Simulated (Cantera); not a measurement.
Feed: 1 mol N2O, 0.5 mol SO2, 34 mol N2, held at 95.0 Pa.

Cantera equilibrium calculation (NASA polynomials, part measured and part estimated; ideal gas, pure solids and liquids). Candidate condensed phases: S; 17 gas species. Rates play no part. All values below are at 2052 °C.

Base state: N2 0.959, O 0.0162, O2 0.00754, SO2 0.00749, SO 0.00523, NO 0.00345, S 0.00100 (mole fractions); condensed: gas only.

Q: What changes in the equilibrium state with this change: N2O replaced by NH3?

A: 
| species | before | after |
|---|---|---|
| N2 | 0.959 | 0.918 |
| H | 0 | 0.0413 |
| H2 | 0 | 0.0134 |
| O | 0.0162 | 0.00502 |
| H2O | 0 | 0.00466 |
| OH | 0 | 0.00240 |
Further candidate phases: H2O, H2SO4.
